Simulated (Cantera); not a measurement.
A freely propagating, adiabatic, planar premixed flame of 19.6 % H₂, 16.9 % O₂, 63.5 % N₂, equivalence ratio 0.58, unburnt at 398 K and 5.20 bar; mixture-averaged transport, grid criteria slope 0.08 and curve 0.16, no radiation.

Model: the H2/O2 subset of GRI-Mech 3.0, which has no nitrogen chemistry, integrated in Cantera. The hydrogen kinetics of GRI-Mech 3.0 are dated; newer H2 mechanisms differ, most at raised pressure. Burning velocities carry a grid error of a few per cent, more on coarse grids. Lean hydrogen flames are cellular in practice and burn faster than this planar one.

x: mole fraction of selected species; z is measured from the peak of heat release.

```json
[
 {"z (mm)": "-0.250", "T (K)": "398", "u (m/s)": "0.596", "x H₂": "0.192", "x O₂": "0.170", "x OH": "<1e-8", "x H₂O₂": "5.77e-8", "x O": "<1e-8", "x H₂O": "2.68e-5"},
 {"z (mm)": "-0.167", "T (K)": "402", "u (m/s)": "0.595", "x H₂": "0.182", "x O₂": "0.172", "x OH": "<1e-8", "x H₂O₂": "9.68e-7", "x O": "<1e-8", "x H₂O": "0.000357"},
 {"z (mm)": "-0.125", "T (K)": "414", "u (m/s)": "0.603", "x H₂": "0.169", "x O₂": "0.174", "x OH": "<1e-8", "x H₂O₂": "5.16e-6", "x O": "<1e-8", "x H₂O": "0.00163"},
 {"z (mm)": "-0.0834", "T (K)": "470", "u (m/s)": "0.666", "x H₂": "0.140", "x O₂": "0.177", "x OH": "<1e-8", "x H₂O₂": "3.74e-5", "x O": "?", "x H₂O": "0.00975"},
 {"z (mm)": "-0.0417", "T (K)": "757", "u (m/s)": "1.03", "x H₂": "0.0860", "x O₂": "0.166", "x OH": "1.03e-5", "x H₂O₂": "0.000197", "x O": "?", "x H₂O": "0.0538"},
 {"z (mm)": "-0.0208", "T (K)": "1084", "u (m/s)": "1.47", "x H₂": "0.0542", "x O₂": "0.144", "x OH": "0.000306", "x H₂O₂": "0.000182", "x O": "?", "x H₂O": "0.102"},
 {"z (mm)": "0", "T (K)": "1408", "u (m/s)": "1.90", "x H₂": "0.0268", "x O₂": "0.116", "x OH": "0.00162", "x H₂O₂": "2.14e-5", "x O": "?", "x H₂O": "0.152"},
 {"z (mm)": "0.0208", "T (K)": "1607", "u (m/s)": "2.17", "x H₂": "0.0111", "x O₂": "0.0961", "x OH": "0.00351", "x H₂O₂": "4.30e-6", "x O": "0.00190", "x H₂O": "0.183"},
 {"z (mm)": "0.0417", "T (K)": "1708", "u (m/s)": "2.31", "x H₂": "0.00494", "x O₂": "0.0879", "x OH": "0.00434", "x H₂O₂": "2.73e-6", "x O": "0.00176", "x H₂O": "0.196"},
 {"z (mm)": "0.0834", "T (K)": "1786", "u (m/s)": "2.41", "x H₂": "0.00159", "x O₂": "0.0842", "x OH": "0.00375", "x H₂O₂": "1.52e-6", "x O": "?", "x H₂O": "0.204"},
 {"z (mm)": "0.167", "T (K)": "1822", "u (m/s)": "2.46", "x H₂": "0.000400", "x O₂": "0.0837", "x OH": "0.00219", "x H₂O₂": "6.81e-7", "x O": "?", "x H₂O": "0.207"},
 {"z (mm)": "0.333", "T (K)": "1833", "u (m/s)": "2.47", "x H₂": "8.93e-5", "x O₂": "0.0838", "x OH": "0.00115", "x H₂O₂": "2.84e-7", "x O": "?", "x H₂O": "0.209"},
 {"z (mm)": "0.667", "T (K)": "1835", "u (m/s)": "2.48", "x H₂": "3.23e-5", "x O₂": "0.0839", "x OH": "0.000745", "x H₂O₂": "1.65e-7", "x O": "?", "x H₂O": "0.209"}
]
```

Q: What belongs in the gaps?

A: 
- -0.0834, x O: 3.09e-8
- -0.0417, x O: 6.95e-6
- -0.0208, x O: 0.000187
- 0, x O: 0.00113
- 0.0834, x O: 0.000925
- 0.167, x O: 0.000267
- 0.333, x O: 6.87e-5
- 0.667, x O: 2.85e-5
